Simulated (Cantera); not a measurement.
# Thermodynamics of oxide etching and cleaning by halides, feed SiO₂ + Cl₂ + H₂

Feed: 1 mol SiO₂, 38 mol Cl₂, 3.8 mol H₂, at 0.450 bar.

Cantera equilibrium calculation (NASA polynomials, part measured and part estimated; ideal gas, pure solids and liquids). Candidate condensed phases: H₂O, Si, SiO₂; 30 gas species. The tables' values for SiCl₃ are old estimates; treat these amounts as uncertain. The tables hold silica as quartz up to 1696 K and as liquid above; real silica turns to tridymite and cristobalite and melts near 1996 K. Equilibrium is a limit: real reactors are often held back by kinetics, nucleation or transport.

```
T (°C)  log p Cl₂  log p Cl  log p HCl  log p SiCl₄  log p O₂  n SiO₂(α-quartz)  n SiO₂(β-quartz)  n SiO₂(condensed)
------  ---------  --------  ---------  -----------  --------  ----------------  ----------------  -----------------
327         -0.43     -7.93      -1.09        -6.95      <-12             1.000                 0                  0
427         -0.43     -6.40      -1.09        -6.40    -10.41             1.000                 0                  0
527         -0.43     -5.25      -1.09        -5.99     -8.50             1.000                 0                  0
627         -0.43     -4.35      -1.09        -5.67     -7.04                 0             1.000                  0
727         -0.43     -3.63      -1.09        -5.35     -5.93                 0             1.000                  0
827         -0.43     -3.04      -1.09        -4.95     -5.16                 0             0.999                  0
927         -0.44     -2.54      -1.09        -4.53     -4.62                 0             0.997                  0
1027        -0.44     -2.13      -1.09        -4.15     -4.19                 0             0.993                  0
1127        -0.45     -1.77      -1.10        -3.82     -3.84                 0             0.986                  0
1227        -0.47     -1.47      -1.10        -3.54     -3.56                 0             0.972                  0
1327        -0.51     -1.21      -1.12        -3.31     -3.32                 0             0.951                  0
1427        -0.56     -1.00      -1.14        -3.13     -3.15                 0                 0              0.922
1527        -0.64     -0.82      -1.17        -3.01     -3.03                 0                 0              0.890
1627        -0.75     -0.68      -1.20        -2.94     -2.96                 0                 0              0.860
```
log p: log10 of the partial pressure in bar; n: condensed amount in mol.

From 327 °C to 527 °C the condensed part is SiO₂(α-quartz). From 627 °C to 1327 °C the condensed part is SiO₂(β-quartz). From 1427 °C to 1627 °C the condensed part is SiO₂(condensed). The main Si-bearing gas is SiCl₄ throughout.
